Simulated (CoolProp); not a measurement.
A simple Rankine cycle with cyclopentane: condensing at 333.15 K, boiler at 0.62 MPa, turbine inlet 540.8 K, turbine efficiency 0.85, pump efficiency 0.8, no recuperator. Each further row changes one setting.

Values from CoolProp's reference Helmholtz-energy equation of state, Gedanitz 2015.

| case | thermal efficiency (%) | net work (kJ/kg) | heat in (kJ/kg) | turbine exit temperature (K) | volume ratio over the turbine |
|---|---|---|---|---|---|
| as stated | 9.7 | 74.3 | 763 | 504.5 | 4.19 |
| condensing temperature 325.15 K | 11.1 | 86.6 | 779 | 498.6 | 5.33 |
| boiler pressure 0.434 MPa | 7.5 | 57.3 | 766 | 513.6 | 2.95 |
| turbine efficiency 0.75 | 8.6 | 65.5 | 763 | 508.5 | 4.22 |
